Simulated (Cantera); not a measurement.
A freely propagating, adiabatic, planar premixed flame of 25.9 % CO, 8.27 % H2, 13.1 % O2, 49.4 % N2, 3.36 % H2O, unburnt at 625 K and 5.00 bar; mixture-averaged transport, grid criteria slope 0.08 and curve 0.16, no radiation.

Detailed kinetics in Cantera: GRI-Mech 3.0 (53 species, 325 reactions). The hydrogen kinetics of GRI-Mech 3.0 are dated; newer H2 mechanisms differ, most at raised pressure. Burning velocities carry a grid error of a few per cent, more on coarse grids.

Task: Predict: laminar burning velocity; thermal thickness; peak x(H2O2).

Result: 
| Property | Result |
|---|---|
| laminar burning velocity | 255 cm/s |
| thermal thickness | 0.0852 mm |
| peak x(H2O2) | 9.55e-5 |
